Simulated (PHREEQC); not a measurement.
Dissolve 4.3 mmol/kgw (NH4)2CO3 at 25 °C. Closed to the air; pH follows from the charge balance.

Model: ion-association model, wateq4f.dat, run in PHREEQC.

The pH is 9.20 and the ionic strength is 0.00504 mol/kgw. The total alkalinity comes out as 8.60 meq/kg.

```csv
species,molality,activity,log γ
NH4+,0.00468,0.00434,-0.033
HCO3-,0.00393,0.00365,-0.032
NH3,0.00392,0.00392,0.000
CO3-2,0.000365,0.000272,-0.129
OH-,1.72e-5,1.59e-5,-0.033
CO2,5.16e-6,5.17e-6,0.001
```

No solid was allowed to form.
